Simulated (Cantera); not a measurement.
A closed system holds: 1 mol SiCl4, 2.1 mol NH3, 24 mol H2, equilibrated at 12.0 Torr.

Equilibrium computed with Cantera from the NASA thermochemical tables; the gas is ideal and each condensed phase is pure. Candidate condensed phases: NH4Cl, Si, Si3N4; 28 gas species. Rates play no part. All values below are at 925 K.

Base state: H2 0.853, HCl 0.132, N2 0.0135, SiCl4 0.000780, SiHCl3 1.83e-5 (mole fractions); condensed: Si3N4(s).

What changes in the equilibrium state with this change: SiCl4 replaced by SiHCl3?


```json
[
 {"species": "H2", "before": "0.853", "after": "0.886"},
 {"species": "HCl", "before": "0.132", "after": "0.101"},
 {"species": "N2", "before": "0.0135", "after": "0.0131"},
 {"species": "SiCl4", "before": "0.000780", "after": "0.000246"},
 {"species": "SiHCl3", "before": "1.83e-5", "after": "7.88e-6"},
 {"species": "Si3N4(s), mol", "before": "0.325", "after": "0.331"}
]
```
